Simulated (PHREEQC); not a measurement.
A solution holds 5.5 mmol/kgw HF, 8 mmol/kgw H2SiF6 and 7.8 mmol/kgw H3PO4, at 35 °C. Closed to the air; pH follows from the charge balance.

Computed with PHREEQC (ion-association model, phreeqc.dat).

This is a speciation only: nothing precipitates in the calculation.

Task: What pH, ionic strength does the model give?

Result: pH 1.80; ionic strength 0.0256 mol/kgw.

Task: In which forms is P present?

Result: H3PO4 69 %, H2PO4- 31 % of the P.

Examples of supersaturated solids here: Quartz (slow to form). Others may be too. SiF6-2 is the database's only silicon fluoride.
